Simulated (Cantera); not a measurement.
A counterflow diffusion flame at 100000 Pa, nozzles 20 mm apart: fuel side 83.1 % CO, 13.3 % H2, 3.57 % CH4 at 375 K, oxidiser side 28.0 % O2, 72.0 % N2 at 800 K, fuel mass flux 1.3 times the oxidiser's; mixture-averaged transport, no radiation.

Computed with Cantera and GRI-Mech 3.0 (53 species, 325 reactions). GRI-Mech 3.0 has no aromatics or soot, which form on the fuel side of real flames. The maximum strain rate includes the flame's own expansion and is several times the mean.

x: mole fraction; the columns are a selection and need not sum to one.

| oxidiser flux (kg/m²/s) | max strain (1/s) | mean strain (1/s) | T max (K) | peak x OH | peak x H | peak x NO | peak x CO | peak x C2H2 |
|---|---|---|---|---|---|---|---|---|
| 0.6 | 421 | 119 | 2378 | 0.0141 | 0.00963 | 0.000518 | 0.840 | 0.00165 |
| 0.92 | 627 | 182 | 2311 | 0.0141 | 0.0110 | 0.000311 | 0.839 | 0.00165 |
| 1.4 | 930 | 277 | 2242 | 0.0139 | 0.0125 | 0.000192 | 0.839 | 0.00160 |
| 2.1 | 1360 | 416 | 2178 | 0.0135 | 0.0139 | 0.000127 | 0.839 | 0.00152 |
| 3.3 | 2090 | 654 | 2106 | 0.0130 | 0.0155 | 8.47e-5 | 0.839 | 0.00138 |
| 5 | … | 991 | 2039 | 0.0123 | 0.0170 | … | 0.838 | … |
| 7.6 | 4630 | 1510 | 1968 | 0.0114 | 0.0182 | 4.15e-5 | 0.838 | 0.000938 |
| 12 | … | 2380 | 1888 | … | 0.0192 | … | 0.838 | … |

Complete the blanks.


- 5, max strain (1/s): 3110
- 5, peak x NO: 5.99e-5
- 5, peak x C2H2: 0.00120
- 12, max strain (1/s): 7170
- 12, peak x OH: 0.0102
- 12, peak x NO: 2.67e-5
- 12, peak x C2H2: 0.000587
